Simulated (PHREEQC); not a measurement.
0.019 g of hydrous ferric oxide (600 m²/g; 0.2 weak and 0.005 strong sites per Fe, Dzombak-Morel constants, diffuse double layer) in 1 kg of water with 0.05 mol/kgw of an inert sodium salt, at 25 °C; the pH is set by adding NaOH or the inert anion's acid. Oxygen alone is held at its pressure in air (log pO2 = -0.68). The system is closed to CO2. Precipitation was switched off in this run.

The numbers come from PHREEQC with the ion-association model, wateq4f.dat.

Q: Predict surface charge σ (C/m²), surface potential ψ (mV) at pH = 8.33, 9.

A: 
```json
[
 {"pH": "8.33", "surface charge σ (C/m²)": "-0.006", "surface potential ψ (mV)": "-11"},
 {"pH": "9", "surface charge σ (C/m²)": "-0.026", "surface potential ψ (mV)": "-45"}
]
```

Species that the database lacks are ignored. The oxide is taken as insoluble; below pH 4 it would dissolve.
